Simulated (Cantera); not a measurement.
## Hydrocarbon pyrolysis for carbon deposition

An isothermal, constant-pressure homogeneous reactor starts with 0.763 % C₂H₆, 99.2 % N₂, at 1100 K and 13300 Pa.

Computed with Cantera and GRI-Mech 3.0 (53 species, 325 reactions). GRI-Mech 3.0 stops at C3 and has no aromatics, soot or wall deposition, so with more carbon than oxygen in the feed, carbon stays in small species such as C2H2 where larger ones or solid carbon would form.

| t (s) | x C₂H₆ | x CH₄ | x C₂H₂ | x HCN | x CH₂ |
|---|---|---|---|---|---|
| 2.00e-6 | 0.00763 | <1e-12 | <1e-12 | <1e-12 | <1e-12 |
| 1.38e-5 | 0.00763 | 3.41e-12 | <1e-12 | <1e-12 | <1e-12 |
| 9.46e-5 | 0.00763 | 1.60e-10 | <1e-12 | <1e-12 | <1e-12 |
| 0.000650 | 0.00763 | 7.44e-9 | <1e-12 | <1e-12 | <1e-12 |
| 0.00447 | 0.00763 | 3.05e-7 | 5.10e-11 | <1e-12 | 6.36e-12 |
| 0.0308 | 0.00743 | 9.15e-6 | 3.04e-7 | 1.81e-11 | 1.38e-10 |
| 0.211 | 0.00558 | 0.000110 | 3.69e-5 | 6.36e-11 | 1.45e-10 |
| 1.45 | 0.000498 | 0.000509 | 0.00115 | 9.65e-11 | 2.24e-11 |
| 10.0 | 6.62e-6 | 0.000580 | 0.00319 | 9.82e-11 | <1e-12 |
x: mole fraction; the columns are a selection and need not sum to one.

Equilibrium at this temperature and pressure: C₂H₆ 1.17e-7, CH₄ 0.00189, C₂H₂ 0.00121, HCN 0.0105, CH₂ <1e-12 (gas phase only).
